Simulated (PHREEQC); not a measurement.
0.037 g of hydrous ferric oxide (600 m²/g; 0.2 weak and 0.005 strong sites per Fe, Dzombak-Morel constants, diffuse double layer) in 1 kg of water with 0.1 mol/kgw of an inert sodium salt, at 25 °C; the pH is set by adding NaOH or the inert anion's acid. Oxygen is held at 0.21 atm. CO2 from the air is kept out. Nothing may precipitate in this run.

Base run: PHREEQC, ion-association model, wateq4f.dat. Each further column changes one thing. The table gives surface potential ψ (mV).

| pH | base | background salt from 0.1 to 0.01 mol/kgw | oxide from 0.037 to 0.18 g/kgw | 0.00015 mol/kgw CaCl2 added |
|---|---|---|---|---|
| 4 | 147 | 185 | 147 | 146 |
| 5.33 | 116 | 139 | 116 | 116 |
| 6 | 93 | ___ | 93 | 93 |
| 7.33 | 37 | 43 | 37 | 38 |
| 8.67 | -27 | ___ | -27 | ___ |
| 10 | -85 | ___ | -85 | -34 |
| 10.67 | -109 | -130 | -109 | -35 |
| 12 | -141 | -168 | -141 | ___ |

Question: Fill in the missing entries.

Answer: 
- 6, background salt from 0.1 to 0.01 mol/kgw: 110
- 8.67, background salt from 0.1 to 0.01 mol/kgw: -31
- 8.67, 0.00015 mol/kgw CaCl2 added: -18
- 10, background salt from 0.1 to 0.01 mol/kgw: -100
- 12, 0.00015 mol/kgw CaCl2 added: -37
